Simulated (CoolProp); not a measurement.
Vapour-liquid equilibrium of R22 (1) + ethanol (2) at 0.0318 MPa; x and y are mole fractions of (1).

Computed with CoolProp (multi-fluid Helmholtz-energy mixture model, Kamei 1995 and Schroeder 2014; pair parameters Bell 2016).

Task: Give the bubble temperature and the first vapour's composition at x = 0.125, 0.2, 0.725. Is there an azeotrope?

Result: x = 0.125: 239.7 K, y = 0.997; x = 0.2: 229.1 K, y = 0.999; x = 0.725: 213.1 K, y = 1.000. No azeotrope shows between x = 0.05 and 0.95.

Pair parameters are fitted to limited data, so mixtures are less certain than the pure fluids. With so large a gap from Raoult's law the liquid may split in two, which this calculation doesn't test in full.
